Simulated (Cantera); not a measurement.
Input (Python, Cantera) and output of one run.

```python
import numpy as np
import cantera as ct

gas_names = """
    Cr CrN CrO CrO2 CrO3 H HNO HNO2 HNO3 HO2 H2 H2O H2O2 N NH NH2 NH3 NH2OH NO NO2 NO3 N2 N2H2 N2H4 N2O
    O OH O2 O3
""".split()
cond_names = """
    Cr(cr) Cr(L) CrN(s) Cr2N(s) Cr2O3(s) Cr2O3(L) H2O(s) H2O(L)
""".split()


# ... load() reads the species with a 1 bar reference pressure and builds the phases ...
atoms = {
    'Cr': {'Cr': 1},
    'H2O': {'H': 2, 'O': 1},
    'N2': {'N': 2},
}
top_T = {'CrN(s)': 1900, 'Cr2N(s)': 1900}  # K; cautious upper limits of use, not melting points


# ... equilibrate(T, P, feed) seeds the gas with the atoms and calls Mixture.equilibrate('TP', solver="vcs", rtol=1e-11, max_steps=5000) ...
results = []
feed = {'Cr': 1, 'H2O': 0.017, 'N2': 1.1}  # mol
P = 2.2  # Pa
for T in [1550, 1600, 1650, 1700, 1750, 1800, 1850, 1900, 1950, 2000, 2050, 2100]:
    mix = equilibrate(T, P, feed)
    results.append((T, P, feed, dict(zip(mix.species_names, mix.species_moles))))
    x = sorted(zip(gas.X, gas.species_names), reverse=True)
    print(f"T = {T:g} K  P = {P:g} Pa  gas = {mix.phase_moles(0):.4g} mol")
    print("   x: " + "  ".join(f"{s} {v:.3e}" for v, s in x if v > 1e-05))
    print("   condensed (mol): " + ("  ".join(f"{mix.phase(i).name} {mix.phase_moles(i):.4g}"
          for i in range(1, mix.n_phases) if mix.phase_moles(i) > 1e-12) or "none"))
```

Output:

```
T = 1550 K  P = 2.2 Pa  gas = 1.2 mol
   x: N2 9.163e-01  Cr 6.911e-02  H2 1.374e-02  H 7.872e-04  CrO 4.088e-05  H2O 2.347e-05
   condensed (mol): Cr(cr) 0.9057  Cr2O3(s) 0.005641
T = 1600 K  P = 2.2 Pa  gas = 1.355 mol
   x: N2 8.115e-01  Cr 1.752e-01  H2 1.188e-02  H 1.264e-03  CrO 1.535e-04  H2O 2.739e-05
   condensed (mol): Cr(cr) 0.7512  Cr2O3(s) 0.005585
T = 1650 K  P = 2.2 Pa  gas = 1.926 mol
   x: N2 5.712e-01  Cr 4.186e-01  H2 7.940e-03  H 1.726e-03  CrO 5.309e-04  H2O 2.426e-05
   condensed (mol): Cr(cr) 0.1823  Cr2O3(s) 0.005309
T = 1700 K  P = 2.2 Pa  gas = 2.11 mol
   x: N2 5.212e-01  Cr 4.681e-01  H2 6.724e-03  H 2.576e-03  CrO 1.346e-03  H2O 4.287e-05
   condensed (mol): Cr2O3(s) 0.004684
T = 1750 K  P = 2.2 Pa  gas = 2.114 mol
   x: N2 5.203e-01  Cr 4.666e-01  H2 6.031e-03  H 3.851e-03  CrO 3.114e-03  H2O 8.260e-05  CrO2 1.690e-05
   condensed (mol): Cr2O3(s) 0.003386
T = 1800 K  P = 2.2 Pa  gas = 2.122 mol
   x: N2 5.185e-01  Cr 4.638e-01  CrO 6.863e-03  H 5.467e-03  H2 5.129e-03  H2O 1.448e-04  CrO2 7.508e-05  OH 1.019e-05
   condensed (mol): Cr2O3(s) 0.0005896
T = 1850 K  P = 2.2 Pa  gas = 2.125 mol
   x: N2 5.177e-01  Cr 4.629e-01  CrO 7.663e-03  H 7.411e-03  H2 4.164e-03  H2O 1.227e-04  CrO2 8.576e-05  O 2.190e-05  OH 1.614e-05
   condensed (mol): none
T = 1900 K  P = 2.2 Pa  gas = 2.127 mol
   x: N2 5.171e-01  Cr 4.623e-01  H 9.492e-03  CrO 7.667e-03  H2 3.148e-03  H2O 8.706e-05  CrO2 7.900e-05  O 4.885e-05  OH 2.157e-05
   condensed (mol): none
T = 1950 K  P = 2.2 Pa  gas = 2.129 mol
   x: N2 5.166e-01  Cr 4.619e-01  H 1.144e-02  CrO 7.635e-03  H2 2.192e-03  O 1.042e-04  CrO2 7.243e-05  H2O 5.683e-05  OH 2.694e-05  NO 1.272e-05
   condensed (mol): none
T = 2000 K  P = 2.2 Pa  gas = 2.131 mol
   x: N2 5.161e-01  Cr 4.616e-01  H 1.303e-02  CrO 7.542e-03  H2 1.412e-03  O 2.122e-04  CrO2 6.561e-05  H2O 3.414e-05  OH 3.146e-05  NO 2.012e-05
   condensed (mol): none
T = 2050 K  P = 2.2 Pa  gas = 2.133 mol
   x: N2 5.157e-01  Cr 4.614e-01  H 1.415e-02  CrO 7.350e-03  H2 8.564e-04  O 4.116e-04  CrO2 5.805e-05  OH 3.451e-05  NO 3.067e-05  H2O 1.910e-05
   condensed (mol): none
T = 2100 K  P = 2.2 Pa  gas = 2.135 mol
   x: N2 5.153e-01  Cr 4.614e-01  H 1.487e-02  CrO 7.006e-03  O 7.559e-04  H2 5.011e-04  CrO2 4.932e-05  NO 4.479e-05  OH 3.573e-05  H2O 1.011e-05
   condensed (mol): none
```

Equilibrium computed with Cantera from the NASA thermochemical tables; the gas is ideal and each condensed phase is pure. Mutual solubility and eutectic melting of coexisting phases are not modelled.
